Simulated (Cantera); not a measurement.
A Cantera script and what it prints.

```python
import numpy as np
import cantera as ct

gas_names = """
    C CH CH2 CH3 CH2OH CH3O CH4 CH3OH CO CO2 COOH C2 C2H CHCO,ketyl C2H2,acetylene C2H2,vinylidene
    CH2CO,ketene C2H3,vinyl CH3CO,acetyl C2H4 C2H4O,ethylen CH3CHO,ethanal CH3COOH (HCOOH)2 C2H5 C2H6
    CH3OCH3 C2H5OH C2O C3 C3H3,propargyl C3H4,allene C3H4,propyne C3H4,cyclo- C3H5,allyl C3H6,propylene
    C3H6,cyclo- C3H6O C3H7,n-propyl C3H7,i-propyl C3H8 C3H8O,1propanol C3H8O,2propanol C3O2 C4 C4H2
    C4H4,1,3-cyclo- C4H6,butadiene C4H6,2-butyne C4H6,cyclo- C4H8,1-butene C4H8,cis2-buten
    C4H8,tr2-butene C4H8,isobutene C4H8,cyclo- (CH3COOH)2 C4H9,n-butyl C4H9,i-butyl C4H9,s-butyl
    C4H9,t-butyl C4H10,isobutane C4H10,n-butane C5 C5H6,1,3cyclo- C5H8,cyclo- C5H10,1-pentene
    C5H10,cyclo- C5H11,pentyl C5H11,t-pentyl C5H12,n-pentane C5H12,i-pentane CH3C(CH3)2CH3 C6H2
    C6H5,phenyl C6H5O,phenoxy C6H6 C6H5OH,phenol C6H10,cyclo- C6H12,1-hexene C6H12,cyclo- C6H13,n-hexyl
    C7H7,benzyl C7H8 C7H8O,cresol C7H14,1-heptene C7H15,n-heptyl C7H16,n-heptane C8H8,styrene
    C8H10,ethylbenz C8H16,1-octene C8H17,n-octyl C8H18,isooctane C8H18,n-octane C9H19,n-nonyl
    C10H8,naphthale C10H21,n-decyl C12H9,o-bipheny C12H10,bipheny H HCO HO2 H2 HCHO,formaldehy HCOOH H2O
    H2O2 Mg MgH MgO MgOH MgO2H2 Mg2 O OH O2 O3
""".split()
cond_names = """
    C(gr) C6H6(L) C7H8(L) C8H18(L),n-octa H2O(s) H2O(L) Mg(cr) Mg(L) MgCO3(s) MgO(s) MgO(L) MgO2H2(s)
""".split()


def load(file, names, dense=False):
    # The tables refer to 1 bar. Condensed volumes are neglected.
    table = {s.name: s for s in ct.Species.list_from_file(file)}
    out = []
    for n in names:
        d = dict(table[n].input_data)
        d["thermo"] = dict(d["thermo"], **{"reference-pressure": 1e5})
        if dense:
            d["equation-of-state"] = {"model": "constant-volume", "density": "1e6 g/cm^3"}
        out.append(ct.Species.from_dict(d))
    return out


gas = ct.Solution(thermo="ideal-gas", species=load("nasa_gas.yaml", gas_names))
cond = {s.name: ct.Solution(thermo="fixed-stoichiometry", species=[s], name=s.name)
        for s in load("nasa_condensed.yaml", cond_names, dense=True)}
atoms = {
    'MgO': {'Mg': 1, 'O': 1},
    'CH4': {'C': 1, 'H': 4},
    'H2': {'H': 2},
}
top_T = {'C(gr)': 4500}  # K; cautious upper limits of use, not melting points


def equilibrate(T, P, feed):
    n = {}
    for name, mol in feed.items():
        for a, k in atoms[name].items():
            n[a] = n.get(a, 0.0) + k * mol
    gas.TPX = T, P, n
    mass = sum(n.values()) * gas.mean_molecular_weight
    gas.equilibrate("TP")
    valid = [c for c in cond.values() if c.min_temp <= T <= top_T.get(c.name, c.max_temp)]
    mix = ct.Mixture([(gas, mass / gas.mean_molecular_weight)] + [(c, 0.0) for c in valid])
    mix.T, mix.P = T, P
    mix.equilibrate("TP", solver="vcs", rtol=1e-11, max_steps=5000)
    return mix


results = []
feed = {'MgO': 1, 'CH4': 1.3, 'H2': 0.1}  # mol
P = 380000  # Pa
for T in [973, 1173, 1373, 1573, 1773, 1973, 2173, 2373, 2573]:
    mix = equilibrate(T, P, feed)
    results.append((T, P, feed, dict(zip(mix.species_names, mix.species_moles))))

top = {s: max(r[3][s] / sum(r[3][g] for g in gas_names) for r in results) for s in gas_names}
cols = sorted((s for s in top if top[s] > 0.001), key=lambda s: -top[s])[:8]
seen = [c for c in cond_names if any(r[3].get(c, 0) > 1e-12 for r in results)]
print("log10 of partial pressures in bar; condensed amounts in mol")
print(f"{'T/K':>10s}" + "".join(f"{s[:9]:>10s}" for s in cols + seen))
for T, P, feed, n in results:
    ng = sum(n[g] for g in gas_names)
    print(f"{T:10.4g}" + "".join(f"{np.log10(max(n[s] / ng * P / 1e5, 1e-99)):10.3f}" for s in cols)
          + "".join(f"{n.get(c, 0):10.4g}" for c in seen))
```

It prints:

```
log10 of partial pressures in bar; condensed amounts in mol
       T/K        H2       CH4        CO        Mg         H C2H2,acet       MgH     C(gr)    MgO(s)
       973     0.446     0.002    -9.231    -8.797    -8.743    -8.822   -10.940    0.7355         1
      1173     0.551    -0.610    -6.163    -6.117    -6.653    -6.662    -8.023     1.136         1
      1373     0.572    -1.155    -4.116    -4.116    -5.192    -5.191    -5.881     1.251    0.9999
      1573     0.576    -1.584    -2.613    -2.621    -4.103    -4.109    -4.286      1.28    0.9983
      1773     0.570    -1.934    -1.459    -1.470    -3.261    -3.284    -3.061     1.266    0.9749
      1973     0.508    -2.324    -0.546    -0.558    -2.616    -2.685    -2.120     1.056     0.763
      2173     0.336    -2.883    -0.091    -0.102    -2.149    -2.321    -1.701    0.2866         0
      2373     0.332    -3.065    -0.092    -0.104    -1.689    -1.879    -1.663    0.2659         0
      2573     0.324    -3.226    -0.094    -0.106    -1.302    -1.513    -1.634    0.2214         0
```

Method: chemical equilibrium by Gibbs-energy minimisation in Cantera with the NASA 1993 tables (ideal gas, pure condensed phases). The tables' values for MgH are old estimates; treat these amounts as uncertain.
